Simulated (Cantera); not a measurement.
A closed system holds: 1 mol MgSO₄, 0.034 mol CO₂, 0.27 mol H₂, at 34.0 mbar.

Equilibrium computed with Cantera from the NASA thermochemical tables; the gas is ideal and each condensed phase is pure. Candidate condensed phases: C, C₆H₆, C₇H₈, C₈H₁₈, H₂O, H₂SO₄, Mg, MgCO₃, MgO, Mg(OH)₂, MgS, MgSO₄, S; 130 gas species. The numbers say what is thermodynamically allowed, not how fast it happens.

x: gas mole fraction; n: condensed amount in mol.

| T (K) | x SO₂ | x O₂ | x H₂O | x CO₂ | x OH | x O | x SO₃ | n MgO(s) |
|---|---|---|---|---|---|---|---|---|
| 1498 | 0.598 | 0.218 | 0.162 | 0.0204 | 0.000230 | (withheld) | 0.00194 | 1.00 |
| 1548 | 0.598 | 0.218 | 0.162 | 0.0204 | 0.000351 | (withheld) | 0.00152 | 1.00 |
| 1598 | 0.598 | 0.218 | 0.162 | 0.0204 | 0.000521 | (withheld) | 0.00120 | 1.00 |
| 1648 | 0.598 | 0.218 | 0.161 | 0.0204 | 0.000755 | (withheld) | 0.000970 | 1.00 |
| 1698 | 0.598 | 0.218 | 0.161 | 0.0204 | 0.00107 | (withheld) | 0.000791 | 1.000 |
| 1748 | 0.598 | 0.218 | 0.161 | 0.0203 | 0.00149 | (withheld) | 0.000653 | 1.000 |
| 1798 | 0.598 | 0.218 | 0.161 | 0.0203 | 0.00203 | (withheld) | 0.000545 | 1.000 |
| 1848 | 0.598 | 0.218 | 0.160 | 0.0203 | 0.00272 | (withheld) | 0.000459 | 1.000 |
| 1898 | 0.597 | 0.217 | 0.159 | 0.0202 | 0.00359 | (withheld) | 0.000390 | 1.000 |
| 1948 | 0.597 | 0.217 | 0.159 | 0.0201 | 0.00466 | (withheld) | 0.000335 | 1.000 |
| 1998 | 0.596 | 0.216 | 0.158 | 0.0200 | 0.00597 | (withheld) | 0.000289 | 1.000 |
| 2048 | 0.595 | 0.216 | 0.156 | 0.0198 | 0.00755 | (withheld) | 0.000251 | 1.000 |

Fill in the missing entries.


- 1498, x O: 9.99e-6
- 1548, x O: 1.93e-5
- 1598, x O: 3.59e-5
- 1648, x O: 6.41e-5
- 1698, x O: 0.000111
- 1748, x O: 0.000186
- 1798, x O: 0.000302
- 1848, x O: 0.000479
- 1898, x O: 0.000741
- 1948, x O: 0.00112
- 1998, x O: 0.00166
- 2048, x O: 0.00242
